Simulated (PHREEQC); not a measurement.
# Brine (model solution)

Consider water at 70 °C with 16 mmol/kgw FeCl2, 18 mmol/kgw CaCl2 and 0.69 mmol/kgw MgCl2. Closed to the air; pH follows from the charge balance.

Computed with PHREEQC (ion-association model, phreeqc.dat).

| Quantity | Value |
|---|---|
| pH | 5.22 |
| ionic strength | 0.103 mol/kgw |
| specific conductance | 15200 µS/cm |
| density | 0.981 g/cm³ |

| species | molality | activity | log γ |
|---|---|---|---|
| Cl- | 0.0688 | 0.0514 | -0.127 |
| Ca+2 | 0.0180 | 0.00641 | -0.448 |
| Fe+2 | 0.0155 | 0.00568 | -0.435 |
| Mg+2 | 0.000690 | 0.000257 | -0.429 |
| FeCl+ | 0.000529 | 0.000403 | -0.118 |
| H+ | 7.35e-6 | 5.96e-6 | -0.091 |
| FeOH+ | 7.30e-6 | 5.59e-6 | -0.116 |
| OH- | 3.65e-8 | 2.71e-8 | -0.130 |
| MgOH+ | 6.80e-9 | 5.34e-9 | -0.105 |

Precipitation was switched off in this run. Away from 25 °C the constants follow the database's enthalpies or fits; those with neither stay at their 25 °C values.
